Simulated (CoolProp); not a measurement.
Dry air along the isotherm 92.9 K: density (kg/m³) from the reference equation and from simpler models built on Tc = 132.5 K, pc = 3.786 MPa, ω = 0.034; each cubic takes its own stable root.

Values from CoolProp's reference Helmholtz-energy equation of state, Lemmon 2000. It is a pseudo-pure fit of the blend.

```csv
p (MPa),phase,reference,van der Waals,Redlich-Kwong,Soave-Redlich-Kwong,Peng-Robinson
0.0599,gas,2.282,2.271,2.280,2.279,2.281
0.0932,gas,3.582,3.555,3.577,3.576,3.580
0.145,gas,5.654,5.587,5.641,5.639,5.650
0.226,gas,9.025,8.849,___,___,9.011
0.548,liquid,807.9,23.08,823.8,819.0,927.1
0.853,liquid,809.1,568.2,825.5,820.7,928.8
1.33,liquid,810.9,571.5,828.0,823.3,931.4
2.07,liquid,813.6,576.2,831.7,827.2,935.2
3.22,liquid,817.7,582.8,837.3,___,___
5.01,liquid,823.7,___,845.3,841.3,949.3
7.81,liquid,832.4,___,856.6,853.0,961.1
12.2,liquid,844.6,618.4,872.1,868.9,977.1
18.9,liquid,861.0,635.6,891.6,889.0,997.5
```

Problem. Some entries are withheld; supply them.

Solution. 
- 0.226, Redlich-Kwong: 8.991
- 0.226, Soave-Redlich-Kwong: 8.984
- 3.22, Soave-Redlich-Kwong: 833.0
- 3.22, Peng-Robinson: 941.0
- 5.01, van der Waals: 591.8
- 7.81, van der Waals: 603.7

At some of these states van der Waals gives the other phase, because its saturation line lies elsewhere.
